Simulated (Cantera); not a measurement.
A perfectly stirred reactor is fed with NH₃ : H₂ = 1 : 1.7 (molar parts), at 0.260 bar; it is held at 1800 K, and followed from long to short residence time.

Computed with Cantera and the gas-phase N/H chemistry of the illustrative SiF4/NH3 mechanism in the Surface Chemkin manual (1991). Walls and surfaces, which speed up NH3 decomposition in real reactors, are not modelled.

| quantity | before | after |
|---|---|---|
| x(NH₃) at τ = 2.20 s | 0.155 | 0.0287 |
| x(H₂) at τ = 2.20 s | 0.766 | 0.846 |
| x(NH₂) at τ = 2.20 s | 0.000126 | 0.000106 |
| x(H) at τ = 2.20 s | 0.000233 | 0.00108 |
| x(N) at τ = 2.20 s | 1.12e-7 | 6.68e-7 |
| x(NH₃) at τ = 50.0 ms | 0.358 | 0.287 |
| x(H₂) at τ = 50.0 ms | 0.637 | 0.682 |
| x(NH₂) at τ = 50.0 ms | 0.000217 | 0.000488 |
| x(H) at τ = 50.0 ms | 0.000145 | 0.000403 |
| x(N) at τ = 50.0 ms | 1.03e-7 | 6.06e-7 |

What was changed between the two runs?
A. temperature 1800 to 1575 K
B. NH3 1 to 0.2 parts
C. H2 1.7 to 13 parts
D. temperature 1800 to 1975 K

D, temperature 1800 to 1975 K
